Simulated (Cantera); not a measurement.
What does this Cantera script print?

```python
import numpy as np
import cantera as ct

gas_names = """
    Cu CuO Cu2 H HO2 H2 H2O H2O2 O OH O2 O3
""".split()
cond_names = """
    Cu(cr) Cu(L) CuO(s) CuO2H2(s) Cu2O(s) Cu2O(L) H2O(s) H2O(L)
""".split()


# ... load() reads the species with a 1 bar reference pressure and builds the phases ...
atoms = {
    'Cu': {'Cu': 1},
    'O2': {'O': 2},
    'H2': {'H': 2},
}
top_T = {'CuO(s)': 1390}  # K; cautious upper limits of use, not melting points


# ... equilibrate(T, P, feed) seeds the gas with the atoms and calls Mixture.equilibrate('TP', solver="vcs", rtol=1e-11, max_steps=5000) ...
results = []
feed = {'Cu': 1, 'O2': 0.023, 'H2': 96}  # mol
T = 1225  # K
P = 10000  # Pa
mix = equilibrate(T, P, feed)
results.append((T, P, feed, dict(zip(mix.species_names, mix.species_moles))))
print(gas.report(threshold=1e-06))
for i in range(1, mix.n_phases):
    print(f"{mix.phase(i).name:16s} {mix.phase_moles(i):12.5e} mol")
```

Output:

```
       temperature   1225 K
          pressure   10000 Pa
           density   0.0019869 kg/m^3
  mean mol. weight   2.0237 kg/kmol
   phase of matter   gas

                          1 kg             1 kmol
                     ---------------   ---------------
          enthalpy        1.3579e+07         2.748e+07  J
   internal energy        8.5461e+06        1.7295e+07  J
           entropy             94715        1.9167e+05  J/K
    Gibbs function       -1.0245e+08       -2.0732e+08  J
 heat capacity c_p             15421             31207  J/K
 heat capacity c_v             11312             22892  J/K

                      mass frac. Y      mole frac. X     chem. pot. / RT
                     ---------------   ---------------   ---------------
                H2           0.99573           0.99952           -20.336
               H2O         0.0042656        0.00047917           -59.225
     [  +10 minor]        8.0878e-06        1.2272e-06

Cu(cr)            9.99977e-01 mol
CuO(s)            0.00000e+00 mol
CuO2H2(s)         0.00000e+00 mol
Cu2O(s)           0.00000e+00 mol
```

Method: chemical equilibrium by Gibbs-energy minimisation in Cantera with the NASA 1993 tables (ideal gas, pure condensed phases).
